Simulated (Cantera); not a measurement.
Thermodynamics of oxide etching and cleaning by halides, feed B2O3 + NF3 + H2

A closed system holds: 1 mol B2O3, 0.58 mol NF3, 0.26 mol H2, equilibrated at 0.300 bar.

These are equilibrium values from Cantera (NASA tables, ideal gas, pure condensed phases), not measurements of a reactor. Candidate condensed phases: B, BN, B2O3, B3O3H3, H2O; 62 gas species. Gases not in the tables: H3BO3. Rates play no part.

From 625 °C to 925 °C the condensed part is B2O3(l).

```json
[
 {"T (°C)": "625", "log p BF3": "-1.00", "log p O2": "-1.20", "log p N2": "-1.22", "log p HF": "-1.53", "log p H2O": "-1.42", "log p B3O3F3": "-2.05", "n B2O3(l)": "0.688"},
 {"T (°C)": "675", "log p BF3": "-1.01", "log p O2": "-1.20", "log p N2": "-1.23", "log p HF": "-1.48", "log p H2O": "-1.44", "log p B3O3F3": "-2.02", "n B2O3(l)": "0.688"},
 {"T (°C)": "725", "log p BF3": "-1.02", "log p O2": "-1.20", "log p N2": "-1.23", "log p HF": "-1.43", "log p H2O": "-1.46", "log p B3O3F3": "-1.99", "n B2O3(l)": "0.689"},
 {"T (°C)": "775", "log p BF3": "-1.03", "log p O2": "-1.21", "log p N2": "-1.23", "log p HF": "-1.39", "log p H2O": "-1.49", "log p B3O3F3": "-1.97", "n B2O3(l)": "0.690"},
 {"T (°C)": "825", "log p BF3": "-1.03", "log p O2": "-1.21", "log p N2": "-1.23", "log p HF": "-1.35", "log p H2O": "-1.51", "log p B3O3F3": "-1.96", "n B2O3(l)": "0.691"},
 {"T (°C)": "875", "log p BF3": "-1.04", "log p O2": "-1.21", "log p N2": "-1.23", "log p HF": "-1.32", "log p H2O": "-1.54", "log p B3O3F3": "-1.95", "n B2O3(l)": "0.692"},
 {"T (°C)": "925", "log p BF3": "-1.05", "log p O2": "-1.21", "log p N2": "-1.23", "log p HF": "-1.29", "log p H2O": "-1.57", "log p B3O3F3": "-1.94", "n B2O3(l)": "0.693"}
]
```
log p: log10 of the partial pressure in bar; n: condensed amount in mol.
